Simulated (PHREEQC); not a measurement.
Na2HPO4 is added in steps, without added water, to 1 kg of water holding 0.27 mol H2SO4, 0.00018 mol CuSO4 and 0.016 mol KCl, at 40 °C. O2 is buffered at 0.21 atm. No CO2 enters from the air. Only these solids could form: Cu(OH)2, Brochantite, Antlerite, Atacamite, Cu3(PO4)2:3H2O, Halite, Mirabilite, Chalcanthite.

Base run: PHREEQC, ion-association model, wateq4f.dat. Each further column changes one thing. The table gives H2PO4- (mol/kgw).

```
Na2HPO4 added (mol)      base  metal-ligand complexes left out  Davies equation for every ion  Debye-Hückel limiting law  all activity coefficients set to 1
-------------------  --------  -------------------------------  -----------------------------  -------------------------  ----------------------------------
0                           0                                0                              0                          0                                   0
0.014                0.000563                         0.000566                       0.000588                    0.00128                            0.000333
0.021                0.000884                         0.000891                       0.000922                    0.00200                            0.000526
0.035                 0.00162                          0.00164                        0.00169                    0.00360                            0.000977
0.049                 0.00252                          0.00256                        0.00262                    0.00547                             0.00154
0.056                 0.00303                          0.00310                        0.00315                    0.00651                             0.00188
0.07                  0.00424                          0.00437                        0.00440                    0.00885                             0.00268
0.084                 0.00574                          0.00597                        0.00595                     0.0116                             0.00374
0.091                 0.00662                          0.00693                        0.00685                     0.0131                             0.00438
0.105                 0.00870                          0.00922                        0.00899                     0.0164                             0.00598
0.119                  0.0113                           0.0121                         0.0116                     0.0203                             0.00810
0.126                  0.0128                           0.0139                         0.0132                     0.0225                             0.00940
0.14                   0.0164                           0.0180                         0.0169                     0.0273                              0.0126
```

H3PO4, which wateq4f.dat lacks, is added to it with the constant of phreeqc.dat. At this temperature some constants are extrapolated from 25 °C, and those without enthalpy data are left unchanged. The database has no phosphate complexes of Cu.
